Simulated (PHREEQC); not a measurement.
Solution (25 °C): 0.03 mol KBr per kg of water. Closed to the air; pH follows from the charge balance.

Computed with PHREEQC (ion-association model, phreeqc.dat).

No solid was allowed to form.

Task: Estimate the specific conductance.

Result: specific conductance 4000 µS/cm.
